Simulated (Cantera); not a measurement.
Input (Python, Cantera) and output of one run.

```python
import numpy as np
import cantera as ct

gas_names = """
    Br Br2 H HBr HO2 H2 H2O H2O2 Mg MgBr MgBr2 MgH MgO MgOH MgO2H2 Mg2 O OH O2 O3
""".split()
cond_names = """
    Br2(cr) Br2(L) H2O(s) H2O(L) Mg(cr) Mg(L) MgBr2(s) MgBr2(L) MgO(s) MgO(L) MgO2H2(s)
""".split()


# ... load() reads the species with a 1 bar reference pressure and builds the phases ...
atoms = {
    'MgO': {'Mg': 1, 'O': 1},
    'HBr': {'H': 1, 'Br': 1},
}
top_T = {}  # K; cautious upper limits of use, not melting points


# ... equilibrate(T, P, feed) seeds the gas with the atoms and calls Mixture.equilibrate('TP', solver="vcs", rtol=1e-11, max_steps=5000) ...
results = []
feed = {'MgO': 1, 'HBr': 33}  # mol
T = 1973  # K
for P in [1, 3.6, 13, 46, 170, 600, 2200, 7700, 28000, 100000]:
    mix = equilibrate(T, P, feed)
    results.append((T, P, feed, dict(zip(mix.species_names, mix.species_moles))))

top = {s: max(r[3][s] / sum(r[3][g] for g in gas_names) for r in results) for s in gas_names}
cols = sorted((s for s in top if top[s] > 1e-06), key=lambda s: -top[s])[:8]
seen = [c for c in cond_names if any(r[3].get(c, 0) > 1e-12 for r in results)]
print("log10 of partial pressures in bar; condensed amounts in mol")
print(f"{'P/Pa':>10s}" + "".join(f"{s[:9]:>10s}" for s in cols + seen))
for T, P, feed, n in results:
    ng = sum(n[g] for g in gas_names)
    print(f"{P:10.4g}" + "".join(f"{np.log10(max(n[s] / ng * P / 1e5, 1e-99)):10.3f}" for s in cols)
          + "".join(f"{n.get(c, 0):10.4g}" for c in seen))
```

Output:

```
log10 of partial pressures in bar; condensed amounts in mol
      P/Pa       HBr        Br        H2         H       H2O     MgBr2        Mg      MgBr
         1    -6.649    -5.238    -5.741    -5.740    -6.808    -9.816    -6.747    -8.568
       3.6    -5.765    -4.676    -5.097    -5.418    -6.186    -8.132    -6.188    -7.446
        13    -4.923    -4.130    -4.506    -5.123    -5.591    -6.557    -5.705    -6.417
        46    -4.134    -3.615    -3.958    -4.849    -5.009    -5.323    -5.500    -5.698
       170    -3.359    -3.106    -3.426    -4.583    -4.411    -4.485    -5.681    -5.369
       600    -2.652    -2.637    -2.948    -4.344    -3.837    -3.857    -5.990    -5.210
      2200    -1.963    -2.180    -2.485    -4.112    -3.249    -3.255    -6.303    -5.065
      7700    -1.331    -1.761    -2.061    -3.901    -2.685    -2.687    -6.574    -4.917
   2.8e+04    -0.708    -1.347    -1.641    -3.690    -2.108    -2.109    -6.822    -4.752
     1e+05    -0.113    -0.955    -1.235    -3.488    -1.544    -1.544    -7.041    -4.578
```

Cantera equilibrium calculation (NASA polynomials, part measured and part estimated; ideal gas, pure solids and liquids).
